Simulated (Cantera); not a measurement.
## Ignition delay

Mixture: 41.6 % H₂, 12.2 % O₂, 46.2 % N₂, equivalence ratio 1.7, at 100000 Pa, adiabatic and at constant volume. Ignition delay is the time to a rise of 400 K.

Computed with Cantera and the H2/O2 subset of GRI-Mech 3.0, which has no nitrogen chemistry. Where the delays flatten at high temperature, the 400 K rule measures the pace of heat release, not the induction time.

| T0 (K) | delay (ms) |
|---|---|
| 1048 | 0.159 |
| 1123 | 0.0789 |
| 1198 | 0.0487 |
| 1273 | 0.0334 |
| 1348 | 0.0245 |
| 1423 | 0.0191 |
| 1498 | 0.0157 |
| 1573 | 0.0135 |
| 1648 | 0.0122 |
